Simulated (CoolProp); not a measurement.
Properties of water along the isobar 25.1 MPa (Tc = 647.1 K, pc = 22.06 MPa, ω = 0.344).

Computed with CoolProp (reference Helmholtz-energy equation of state, Wagner 2002).

| T (K) | phase | Z | conductivity (mW/(m K)) |
|---|---|---|---|
| 617.8 | liquid | ___ | 501 |
| 632.6 | liquid | 0.1452 | 466 |
| 647.3 | supercritical | ___ | 421 |
| 662 | supercritical | 0.3528 | ___ |
| 676.8 | supercritical | 0.5053 | 154 |
| 691.5 | supercritical | 0.5829 | 127 |
| 706.2 | supercritical | 0.6377 | ___ |
| 720.9 | supercritical | ___ | 108 |
| 735.7 | supercritical | ___ | ___ |

Task: What belongs in the gaps?

Result: 
- 617.8, Z: 0.1371
- 647.3, Z: 0.1635
- 662, conductivity (mW/(m K)): 274
- 706.2, conductivity (mW/(m K)): 115
- 720.9, Z: 0.6801
- 735.7, Z: 0.7147
- 735.7, conductivity (mW/(m K)): 104

Thermal conductivity comes from a separate model (Huber 2012).
